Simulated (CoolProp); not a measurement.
Carbon dioxide along the isobar 22.7 bar: fugacity coefficient from the reference equation and from simpler models built on Tc = 304.1 K, pc = 73.77 bar, ω = 0.224; each cubic takes its own stable root.

The numbers come from the reference Helmholtz-energy equation of state, Span 1996 in CoolProp.

```tsv
T (K)	phase	reference	van der Waals	Redlich-Kwong	Soave-Redlich-Kwong	Peng-Robinson
275	gas	0.8547	0.8842	0.8625	0.8575	0.8466
300.6	gas	0.8920	0.9066	0.8935	0.8930	0.8825
326.2	gas	0.9179	0.9236	0.9160	0.9187	0.9088
351.9	gas	0.9365	0.9368	0.9330	0.9379	0.9287
377.5	gas	0.9503	0.9472	0.9459	0.9524	0.9438
403.1	gas	0.9608	0.9555	0.9559	0.9635	0.9555
428.8	gas	0.9689	0.9624	0.9639	0.9722	0.9648
454.4	gas	0.9753	0.9679	0.9702	0.9790	0.9721
480.1	gas	0.9803	0.9726	0.9754	0.9845	0.9780
505.7	gas	0.9844	0.9765	0.9796	0.9888	0.9828
```
